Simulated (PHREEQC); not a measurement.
Solution A (1.1 mmol/kgw HF and 0.057 mmol/kgw CuCl2) is mixed with solution B (10 mmol/kgw CuCl2, 23 mmol/kgw HBF4 and 0.043 mmol/kgw Na2SO4) at 25 °C; shares are by mass of water, 1 kg in all. O2 is buffered at 0.21 atm. The system is closed to CO2. Only these solids could form: Halite.

Equilibrium calculation in PHREEQC: ion-association model, phreeqc.dat.

| share of solution B | pH | BF4- (mol/kgw) | HSO4- (mol/kgw) | SO4-2 (mol/kgw) | CuSO4 (mol/kgw) | HF (mol/kgw) |
|---|---|---|---|---|---|---|
| 0 | 3.24 | 0 | 0 | 0 | 0 | 0.000502 |
| 0.1 | 2.62 | 0.00134 | [?] | 3.32e-6 | 3.74e-7 | 0.00321 |
| 0.2 | 2.39 | 0.00329 | 1.70e-6 | 5.84e-6 | 1.06e-6 | 0.00428 |
| 0.3 | 2.23 | 0.00531 | 3.13e-6 | 7.92e-6 | 1.85e-6 | 0.00505 |
| 0.4 | 2.12 | 0.00738 | 4.80e-6 | 9.73e-6 | 2.68e-6 | [?] |
| 0.5 | 2.03 | 0.00947 | 6.65e-6 | [?] | [?] | 0.00618 |
| 0.6 | 1.95 | 0.0116 | 8.65e-6 | 1.28e-5 | 4.36e-6 | 0.00663 |
| 0.7 | 1.89 | 0.0137 | 1.08e-5 | 1.41e-5 | 5.19e-6 | 0.00704 |
| 0.8 | 1.83 | 0.0158 | 1.30e-5 | 1.54e-5 | 6.01e-6 | 0.00740 |
| 0.9 | 1.78 | 0.0180 | 1.53e-5 | [?] | 6.83e-6 | 0.00773 |
| 1 | 1.74 | 0.0201 | 1.77e-5 | 1.77e-5 | 7.62e-6 | 0.00804 |

Question: Some entries are withheld; supply them.

Answer: 
- 0.1, HSO4- (mol/kgw): 6.08e-7
- 0.4, HF (mol/kgw): 0.00566
- 0.5, SO4-2 (mol/kgw): 1.13e-5
- 0.5, CuSO4 (mol/kgw): 3.52e-6
- 0.9, SO4-2 (mol/kgw): 1.66e-5

Real BF4- forms and hydrolyses slowly; the run takes it at equilibrium.
